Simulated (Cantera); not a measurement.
A perfectly stirred reactor is fed with 3.70 % NH₃, 96.3 % H₂, at 0.132 atm; it is held at 2073 K, and followed from long to short residence time.

Detailed kinetics in Cantera: the gas-phase N/H chemistry of the illustrative SiF4/NH3 mechanism in the Surface Chemkin manual (1991). Walls and surfaces, which speed up NH3 decomposition in real reactors, are not modelled.

x: mole fraction; the columns are a selection and need not sum to one.

```csv
τ (s),x NH₃,x H₂,x N,x NH,x N₂H₂,x NH₂
6.8,0.000616,0.975,1.52e-6,2.61e-6,2.07e-9,[?]
2.1,0.00140,0.976,2.25e-6,4.48e-6,7.42e-9,[?]
0.67,0.00457,0.976,2.28e-6,6.70e-6,2.82e-8,[?]
0.21,0.0142,0.972,1.81e-6,8.39e-6,8.06e-8,[?]
0.067,0.0258,0.967,1.55e-6,9.23e-6,1.36e-7,0.000155
0.021,0.0334,0.963,1.18e-6,8.41e-6,1.42e-7,[?]
0.0067,0.0364,0.962,5.01e-7,4.88e-6,7.23e-8,[?]
0.0021,0.0370,0.962,4.17e-8,9.34e-7,8.33e-9,[?]
0.00066,0.0370,0.963,1.42e-9,9.83e-8,5.38e-10,[?]
0.00021,0.0370,0.963,4.61e-11,1.00e-8,4.33e-11,[?]
```

Task: Some entries are withheld; supply them.

Result: 
- 6.8, x NH₂: 1.27e-5
- 2.1, x NH₂: 2.51e-5
- 0.67, x NH₂: 5.54e-5
- 0.21, x NH₂: 0.000109
- 0.021, x NH₂: 0.000168
- 0.0067, x NH₂: 0.000134
- 0.0021, x NH₂: 5.88e-5
- 0.00066, x NH₂: 1.91e-5
- 0.00021, x NH₂: 6.14e-6
